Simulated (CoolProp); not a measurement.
Saturation properties of ethanol (Tc = 514.7 K, pc = 62.68 bar, ω = 0.644).

Model: reference Helmholtz-energy equation of state, Schroeder 2014, in CoolProp.

```tsv
T (K)	p (bar)	liquid density (kg/m³)	liquid cp (kJ/(kg K))	vapour viscosity (µPa s)
381.6	2.973	704.5	3.277	11.3
391.4	4.051	692.9	3.402	11.6
401.2	5.422	680.5	3.532	11.9
411	7.138	667.3	3.666	12.2
420.8	9.253	653.0	3.801	12.5
430.5	11.80	637.8	3.932	12.8
440.3	14.88	621.3	4.064	13.1
450.1	18.54	603.4	4.202	13.5
459.9	22.84	584.2	4.363	14.0
469.7	27.86	563.0	4.584	14.5
479.5	33.66	539.1	4.935	15.1
489.2	40.25	510.9	5.593	15.9
499	47.88	472.4	7.309	17.1
```

It boils at 351.6 K under 1 atm.

Viscosity comes from a separate model (Kiselev 2005).
